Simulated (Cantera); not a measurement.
An adiabatic, constant-volume homogeneous reactor starts with H2 : O2 : N2 = 1 : 0.455 : 2.86 (molar parts), equivalence ratio 1.1, at 1175 K and 3750 Torr.

Computed with Cantera and GRI-Mech 3.0 (53 species, 325 reactions). The hydrogen kinetics of GRI-Mech 3.0 are dated; newer H2 mechanisms differ, most at raised pressure.

One state of this run: T (K) = 2827; P (bar) = 10.9; x H2 = 0.0337; x O2 = 0.00221; x HO2 = 2.65e-6; x OH = 0.00924; x NO = 0.00325; x H2O = 0.215; x O = 0.000863. x: mole fraction; the columns are a selection and need not sum to one.

Q: Which value of t (s) does it belong to?
A. 0.000417
B. 6.83e-6
C. 3.54e-5
D. 8.05e-5

A: A, 0.000417
